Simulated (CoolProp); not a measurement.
Properties of ethylbenzene along the isotherm 620 K.

Values from CoolProp's reference Helmholtz-energy equation of state, Zhou 2012.

```tsv
p (kPa)	phase	density (kg/m³)	cp (kJ/(kg K))
113	gas	2.353	2.285
226	gas	4.761	2.292
340	gas	7.247	2.300
453	gas	9.772	2.308
566	gas	?	2.317
679	gas	?	2.327
792	gas	?	2.337
906	gas	20.58	2.347
1020	gas	23.49	2.359
1130	gas	26.39	2.371
1250	gas	29.66	?
1360	gas	32.75	2.400
1470	gas	35.96	2.416
1580	gas	39.28	2.433
1700	gas	43.04	2.453
1810	gas	46.64	2.474
```

### Question
Some entries are withheld; supply them.

### Answer

- 566, density (kg/m³): 12.36
- 679, density (kg/m³): 15.02
- 792, density (kg/m³): 17.75
- 1250, cp (kJ/(kg K)): 2.386
